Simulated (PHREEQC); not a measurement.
1 kg of water holding 0.065 mol/kgw NaCl, 0.0036 mol/kgw MgSO4 and 0.0096 mol/kgw KCl is evaporated at 30 °C; the solids stay in contact with the brine. CO2 from the air is kept out. Solids allowed: Arcanite, Bischofite, Bloedite, Brucite, Carnallite, Epsomite, Glaserite, Halite, Hexahydrite, Kainite, Kieserite, Leonite, Mirabilite, Misenite, Schoenite, Sylvite, Thenardite, MgCl2_4H2O. Others were left out.

All values are PHREEQC results (Pitzer model, pitzer.dat), not measurements.

```csv
water left (kg),ionic strength,water activity,Halite (mol),Glaserite (mol),Mg in solution (mol/kgw),K in solution (mol/kgw),S in solution (mol/kgw)
1,0.0890,0.997,0,0,0.00360,0.00960,0.00360
0.6755,0.132,0.996,0,0,0.00533,0.0142,0.00533
0.5552,0.160,0.995,0,0,0.00648,0.0173,0.00648
0.375,0.237,0.993,0,0,0.00960,0.0256,0.00960
0.2533,0.351,0.990,0,0,0.0142,0.0379,0.0142
0.2082,0.427,0.988,0,0,0.0173,0.0461,0.0173
0.1407,0.633,0.982,0,0,0.0256,0.0683,0.0256
0.09502,0.937,0.973,0,0,0.0379,0.101,0.0379
0.06418,1.39,0.960,0,0,0.0561,0.150,0.0561
0.05275,1.69,0.951,0,0,0.0682,0.182,0.0682
0.03564,2.50,0.926,0,0,0.101,0.269,0.101
0.02407,3.70,0.885,0,0,0.150,0.399,0.150
0.01979,4.50,0.856,0,0,0.182,0.485,0.182
0.01337,6.66,0.770,0,0,0.269,0.718,0.269
0.00903,7.97,0.727,0.0170,0,0.399,1.06,0.399
0.007426,8.37,0.721,0.0269,0,0.485,1.29,0.485
0.005012,8.96,0.711,0.0415,0.000443,0.718,1.65,0.542
```

Halite from water left = 0.01099 kg; Glaserite from water left = 0.006093 kg.

Species that the database lacks are ignored.
